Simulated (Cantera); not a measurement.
# Ignition delay

Mixture: CH4 : O2 : N2 = 1 : 1.82 : 6.84 (molar parts), equivalence ratio 1.1, at 760 Torr, adiabatic and at constant pressure. Ignition delay is the time to a rise of 400 K.

Computed with Cantera and GRI-Mech 3.0 (53 species, 325 reactions).

| T0 (K) | delay (ms) |
|---|---|
| 1125 | 146 |
| 1200 | 47.8 |
| 1275 | 17.0 |
| 1350 | 6.52 |
| 1425 | 2.69 |

```
Item                                                     Value
--------------------------------------------------  ----------
apparent activation energy between 1275 and 1425 K  190 kJ/mol
```
